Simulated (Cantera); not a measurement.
Cantera with NASA thermochemical tables; ideal gases at 1 bar, condensed phases pure. Values are per mole of reaction as written; species without (g) are pure solids or liquids, kept so even where they would boil at 1 bar.

Between 650 and 2250 K, where is each reaction favourable under standard conditions?
- 4 N2O(g) + 6 BCl3(g) ⇌ 2 NO2(g) + 6 BN + 9 Cl2(g)


- 4 N2O(g) + 6 BCl3(g) ⇌ 2 NO2(g) + 6 BN + 9 Cl2(g): ΔG° is 687 kJ at 650 K and 776 kJ at 2250 K; it stays positive (K < 1). ΔH° is 669 kJ and ΔS° -48 J/K at 2250 K.
